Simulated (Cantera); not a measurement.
An isothermal, constant-pressure homogeneous reactor starts with C₂H₆ : N₂ = 1 : 45 (molar parts), at 1100 K and 7600 Pa.

Cantera simulation using GRI-Mech 3.0 (53 species, 325 reactions); the numbers are that mechanism's predictions, not measurements. GRI-Mech 3.0 stops at C3 and has no aromatics, soot or wall deposition, so with more carbon than oxygen in the feed, carbon stays in small species such as C2H2 where larger ones or solid carbon would form.

One state of this run: x C₂H₆ = 9.38e-6; x H₂ = 0.0318; x C₂H₄ = 0.00714; x C₂H₂ = 0.0128; x HCN = 3.78e-11; x H = 1.10e-7; x CH₃ = 1.30e-7. x: mole fraction; the columns are a selection and need not sum to one.

Task: Which value of t (s) does it belong to?
(A) 0.0544
(B) 0.000200
(C) 14.8
(D) 60.0

Result: D, 60.0
